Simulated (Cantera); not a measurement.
A Cantera script and its output.

```python
import numpy as np
import cantera as ct

gas = ct.Solution("gri30.yaml")
gas.TPX = 1300, 2100000, {'CH3OH': 1, 'O2': 2.63, 'N2': 9.89, 'CO2': 1.6}
reactor = ct.IdealGasConstPressureReactor(gas, energy="on", clone=False)
net = ct.ReactorNet([reactor])
net.rtol, net.atol = 1e-08, 1e-16
show = ['CH3OH', 'O2', 'CO2', 'O', 'OH', 'HCN']
times = np.geomspace(3e-06, 0.2, 15)

steps = ct.SolutionArray(gas, extra=["t"])
rows = []
print(f"{'t/s':>10s}{'T/K':>9s}{'P/Pa':>11s}" + "".join(f"{s:>11s}" for s in show))
for t in times:
    while net.time < t:
        t_next = net.step()
        steps.append(gas.state, t=t_next)
    rows.append([np.interp(t, steps.t, y) for y in (steps.T, steps.P, *steps(*show).X.T)])
    print(f"{t:10.3e}{rows[-1][0]:9.1f}{rows[-1][1]:11.4g}" + "".join(f"{x:11.3e}" for x in rows[-1][2:]))
rate = np.gradient(steps.T, steps.t)
print("integrator steps:", len(steps.t))
if steps.T.max() > steps.T[0] + 200:
    print(f"time of steepest temperature rise: {steps.t[rate.argmax()]:.4e} s")
gas.TPX = 1300, 2100000, {'CH3OH': 1, 'O2': 2.63, 'N2': 9.89, 'CO2': 1.6}
gas.equilibrate("HP")
print(f"equilibrium (HP): T = {gas.T:.1f} K  " + "  ".join(f"{s} {gas[s].X[0]:.3e}" for s in show))
```

Output:

```
       t/s      T/K       P/Pa      CH3OH         O2        CO2          O         OH        HCN
 3.000e-06   1300.0    2.1e+06  6.614e-02  1.739e-01  1.058e-01  2.342e-10  1.745e-09  1.668e-18
 6.633e-06   1300.0    2.1e+06  6.613e-02  1.739e-01  1.058e-01  2.478e-10  1.823e-09  3.860e-18
 1.466e-05   1300.0    2.1e+06  6.613e-02  1.739e-01  1.058e-01  2.727e-10  2.155e-09  9.173e-18
 3.242e-05   1300.0    2.1e+06  6.611e-02  1.739e-01  1.058e-01  3.616e-10  4.022e-09  2.423e-17
 7.168e-05   1300.1    2.1e+06  6.602e-02  1.739e-01  1.058e-01  7.881e-10  1.516e-08  8.932e-17
 1.585e-04   1302.5    2.1e+06  6.467e-02  1.731e-01  1.057e-01  9.730e-09  2.840e-07  1.044e-15
 3.504e-04   2314.5    2.1e+06  9.642e-19  7.221e-02  1.644e-01  3.185e-04  3.112e-03  9.850e-13
 7.746e-04   2314.2    2.1e+06  9.241e-19  7.211e-02  1.644e-01  3.177e-04  3.107e-03  1.006e-12
 1.713e-03   2313.4    2.1e+06  9.175e-19  7.192e-02  1.644e-01  3.159e-04  3.097e-03  1.049e-12
 3.786e-03   2311.9    2.1e+06  9.038e-19  7.151e-02  1.644e-01  3.122e-04  3.075e-03  1.130e-12
 8.371e-03   2308.9    2.1e+06  8.781e-19  7.072e-02  1.645e-01  3.052e-04  3.033e-03  1.252e-12
 1.851e-02   2304.4    2.1e+06  8.408e-19  6.955e-02  1.645e-01  2.949e-04  2.972e-03  1.375e-12
 4.092e-02   2300.5    2.1e+06  8.097e-19  6.854e-02  1.645e-01  2.863e-04  2.920e-03  1.439e-12
 9.046e-02   2299.4    2.1e+06  8.009e-19  6.824e-02  1.646e-01  2.838e-04  2.904e-03  1.452e-12
 2.000e-01   2299.4    2.1e+06  8.006e-19  6.823e-02  1.646e-01  2.837e-04  2.904e-03  1.453e-12
integrator steps: 1832
time of steepest temperature rise: 2.2588e-04 s
equilibrium (HP): T = 2299.4 K  CH3OH 8.340e-19  O2 6.823e-02  CO2 1.646e-01  O 2.837e-04  OH 2.904e-03  HCN 1.453e-12
```

Computed with Cantera and GRI-Mech 3.0 (53 species, 325 reactions). GRI-Mech 3.0 was tuned for natural gas; its chemistry of methanol as a main component is partial and can be far from experiment. The pressure lies above the range GRI-Mech 3.0 was tuned for (to about 10 atm).
